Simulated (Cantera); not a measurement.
Feed: 1 mol Fe2O3, 0.54 mol SO3, 2.6 mol H2O, at 0.100 bar.

These are equilibrium values from Cantera (NASA tables, ideal gas, pure condensed phases), not measurements of a reactor. Candidate condensed phases: Fe, FeO, Fe(OH)2, Fe(OH)3, FeS, FeSO4, FeS2, Fe2O3, Fe2(SO4)3, Fe3O4, H2O, H2SO4, S; 22 gas species. Kinetics and transport are ignored.

Problem. Which condensed phases are stable at each of these points (T (°C)): 375, 525, 675, 825, 975, 1125, 1275, 1425, 1575?

Solution. 
```csv
T (°C),condensed phases,Fe condensed (%)
375,Fe2O3(s) + Fe2(SO4)3(s),100.0
525,Fe2O3(s) + Fe2(SO4)3(s),100.0
675,Fe2O3(s),100.0
825,Fe2O3(s),100.0
975,Fe2O3(s),100.0
1125,Fe2O3(s),100.0
1275,Fe3O4(s),100.0
1425,Fe3O4(s),100.0
1575,Fe3O4(s),100.0
```

From 375 °C to 525 °C the condensed part is Fe2O3(s) + Fe2(SO4)3(s). From 675 °C to 1125 °C the condensed part is Fe2O3(s). From 1275 °C to 1575 °C the condensed part is Fe3O4(s).
